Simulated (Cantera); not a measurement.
Feed: 1 mol ZrN, 4.2 mol N2, held at 1775 K and 15000 Pa.

Method: chemical equilibrium by Gibbs-energy minimisation in Cantera with the NASA 1993 tables (ideal gas, pure condensed phases). Candidate condensed phases: Zr, ZrN; 4 gas species. ZrN: taken at fixed stoichiometry. Rates play no part.

Base state: N2 1.00 (mole fractions); condensed: ZrN(s).

Q: What changes in the equilibrium state with this change: ZrN replaced by MgO?

A: 
| species | before | after |
|---|---|---|
| N2 | 1.00 | 1.000 |
| ZrN(s), mol | 1.00 | 0 |
| MgO(s), mol | 0 | 1.000 |
Further candidate phases: Mg, MgO.
